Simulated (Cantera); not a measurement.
Cantera run:

```python
import numpy as np
import cantera as ct

gas_names = """
    AL ALH ALO ALOH ALO2 ALO2H AL2 AL2O AL2O2 H HALO HO2 H2 H2O H2O2 O OH O2 O3
""".split()
cond_names = """
    AL(cr) AL(L) AL2O3(a) AL2O3(L) H2O(s) H2O(L)
""".split()


# ... load() reads the species with a 1 bar reference pressure and builds the phases ...
atoms = {
    'Al2O3': {'AL': 2, 'O': 3},
    'H2O': {'H': 2, 'O': 1},
}
top_T = {}  # K; cautious upper limits of use, not melting points


# ... equilibrate(T, P, feed) seeds the gas with the atoms and calls Mixture.equilibrate('TP', solver="vcs", rtol=1e-11, max_steps=5000) ...
results = []
feed = {'Al2O3': 1, 'H2O': 0.26}  # mol
T = 848  # K
P = 1000  # Pa
mix = equilibrate(T, P, feed)
results.append((T, P, feed, dict(zip(mix.species_names, mix.species_moles))))
print(gas.report(threshold=1e-05))
for i in range(1, mix.n_phases):
    print(f"{mix.phase(i).name:16s} {mix.phase_moles(i):12.5e} mol")
```

Result:

```
       temperature   848 K
          pressure   1000 Pa
           density   0.0025551 kg/m^3
  mean mol. weight   18.015 kg/kmol
   phase of matter   gas

                          1 kg             1 kmol
                     ---------------   ---------------
          enthalpy        -1.232e+07       -2.2195e+08  J
   internal energy       -1.2712e+07         -2.29e+08  J
           entropy             14676        2.6438e+05  J/K
    Gibbs function       -2.4765e+07       -4.4615e+08  J
 heat capacity c_p            2183.2             39330  J/K
 heat capacity c_v            1721.7             31016  J/K

                      mass frac. Y      mole frac. X     chem. pot. / RT
                     ---------------   ---------------   ---------------
               H2O                 1                 1           -63.277
     [  +18 minor]        3.3342e-08        4.9979e-08

AL(cr)            0.00000e+00 mol
AL2O3(a)          1.00000e+00 mol
```

These are equilibrium values from Cantera (NASA tables, ideal gas, pure condensed phases), not measurements of a reactor.
